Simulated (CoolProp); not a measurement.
Vapour-liquid equilibrium of n-hexane (1) + m-xylene (2) at 8.1 bar; x and y are mole fractions of (1).

Model: multi-fluid Helmholtz-energy mixture model, Thol 2019 and Zhou 2012; pair parameters Bell 2016, in CoolProp.

```
x     bubble temperature (°C)  y at the bubble point  dew temperature at overall composition x (°C)  liquid density (mol/L)
----  -----------------------  ---------------------  ---------------------------------------------  ----------------------
0.05                        ?                  0.136                                          235.3                   6.087
0.2                     210.2                  0.462                                          227.2                   6.184
0.35                        ?                      ?                                              ?                   6.232
0.5                     179.8                  0.793                                          207.3                   6.223
0.65                    170.1                      ?                                          194.7                   6.168
0.8                     162.5                  0.929                                          179.0                   6.088
0.95                    155.9                  0.982                                          159.8                   6.005
```

Question: What belongs in the gaps?

Answer: 
- 0.05, bubble temperature (°C): 230.8
- 0.35, bubble temperature (°C): 192.9
- 0.35, y at the bubble point: 0.669
- 0.35, dew temperature at overall composition x (°C): 217.9
- 0.65, y at the bubble point: 0.871

No azeotrope shows between x = 0.05 and 0.95.

Pair parameters are fitted to limited data, so mixtures are less certain than the pure fluids. The gap from Raoult's law changes sign with composition, which may be real or a fault of the pair parameters; it wasn't checked against measurements.
